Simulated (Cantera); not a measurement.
Input (Python, Cantera):

```python
import numpy as np
import cantera as ct

gas = ct.Solution("gri30.yaml")
gas.TPX = 2025, 13332, {'CH4': 0.044, 'H2': 1, 'N2': 0.0026}
inlet = ct.Reservoir(gas, clone=True)

reactor = ct.IdealGasConstPressureReactor(gas, energy="off", clone=False)
exhaust = ct.Reservoir(gas, clone=True)
tau = [0.59, 0.15, 0.037, 0.0093, 0.0023, 0.00058, 0.00015][0]
for a, b in ((inlet, reactor), (reactor, exhaust)):
    ct.MassFlowController(a, b, mdot=lambda t: reactor.mass / tau)
net = ct.ReactorNet([reactor])
show = ['CH4', 'H2', 'CH3', 'H', 'CH2', 'C2H6']

rows = []
print(f"{'tau/s':>10s}{'T/K':>9s}" + "".join(f"{s:>11s}" for s in show))
for tau in [0.59, 0.15, 0.037, 0.0093, 0.0023, 0.00058, 0.00015]:
    net.initial_time = 0.0
    net.advance(30 * tau)
    before = gas.X
    net.advance(40 * tau)
    drift = np.max(np.abs(gas.X - before) / (gas.X + 1e-9))
    rows.append([gas.T, *gas[show].X, drift])
    print(f"{tau:10.3e}{gas.T:9.1f}" + "".join(f"{x:11.3e}" for x in gas[show].X))
```

Output:

```
     tau/s      T/K        CH4         H2        CH3          H        CH2       C2H6
 5.900e-01   2025.0  2.139e-03  9.712e-01  2.192e-04  5.076e-03  1.458e-06  5.177e-08
 1.500e-01   2025.0  4.272e-03  9.701e-01  4.233e-04  4.905e-03  2.645e-06  1.976e-07
 3.700e-02   2025.0  8.620e-03  9.680e-01  8.057e-04  4.620e-03  4.514e-06  7.484e-07
 9.300e-03   2025.0  1.643e-02  9.640e-01  1.404e-03  4.212e-03  6.702e-06  2.429e-06
 2.300e-03   2025.0  2.763e-02  9.584e-01  2.034e-03  3.613e-03  7.854e-06  5.655e-06
 5.800e-04   2025.0  3.726e-02  9.545e-01  1.914e-03  2.511e-03  5.256e-06  6.195e-06
 1.500e-04   2025.0  4.105e-02  9.546e-01  8.155e-04  9.679e-04  9.725e-07  1.572e-06
```

Cantera simulation using GRI-Mech 3.0 (53 species, 325 reactions); the numbers are that mechanism's predictions, not measurements. GRI-Mech 3.0 stops at C3 and has no aromatics, soot or wall deposition, so with more carbon than oxygen in the feed, carbon stays in small species such as C2H2 where larger ones or solid carbon would form.
